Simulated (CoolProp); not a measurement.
Values from CoolProp's reference Helmholtz-energy equation of state, Akasaka 2023.

### Question
For R1336mzz(E), give the phase and the Z, cp (kJ/(kg K)), cv (kJ/(kg K)), fugacity coefficient at 8.35 °C and 2940 kPa; 76.65 °C and 2940 kPa; 86.35 °C and 2940 kPa.

### Answer
- 8.35 °C and 2940 kPa: liquid; Z 0.149, cp 1.21, cv 0.874, fugacity coefficient 0.0387
- 76.65 °C and 2940 kPa: liquid; Z 0.143, cp 1.32, cv 0.909, fugacity coefficient 0.268
- 86.35 °C and 2940 kPa: liquid; Z 0.144, cp 1.35, cv 0.916, fugacity coefficient 0.324
